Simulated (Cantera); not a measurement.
Charge: 1 mol NH3, 0.0069 mol SO2, 0.57 mol O2, held at 0.675 Torr.

Cantera equilibrium calculation (NASA polynomials, part measured and part estimated; ideal gas, pure solids and liquids). Candidate condensed phases: H2O, H2SO4, S; 35 gas species. Rates play no part.

Task: At 1923 K, list the 6 most abundant gas species with their mole fractions, and the condensed phases.

Result: H2O 0.559, N2 0.247, H2 0.173, H 0.0131, OH 0.00363, SO2 0.00296. Condensed: gas only.
